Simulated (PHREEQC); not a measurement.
Consider water at 33 °C with 0.13 mol/kgw CdCl2, 0.01 mol/kgw NaOH and 0.0048 mol/kgw MnSO4. Closed to the air; pH follows from the charge balance.

Equilibrium calculation in PHREEQC: ion-association model, wateq4f.dat.

| quantity | before | after |
|---|---|---|
| pH | 8.55 | 8.14 |
| ionic strength (mol/kgw) | 0.160 | 0.160 |
| CdOHCl (mol/kgw) | 0.00940 | 0.00732 |
| CdCl3- (mol/kgw) | 0.00192 | 0.00332 |
| CdOH+ (mol/kgw) | 0.000439 | 0.00207 |
| Cd2OH+3 (mol/kgw) | 0.000119 | 0.000393 |
| SI of CdOHCl (CdOHCl) | +1.93 | +2.09 |
| SI of Halite (NaCl) | -4.76 | -4.87 |

**Question.** What was changed between the two runs?
A) temperature from 33 to 75 °C
B) temperature from 33 to 90 °C
C) temperature from 33 to 5 °C
D) MnSO4 replaced by Na2SO4 at the same molality
E) MnSO4 left out

**Answer.** A, temperature from 33 to 75 °C

Precipitation was switched off in this run. Some of these states are supersaturated (in CdOHCl, for instance). Constants without temperature data keep their 25 °C values here.
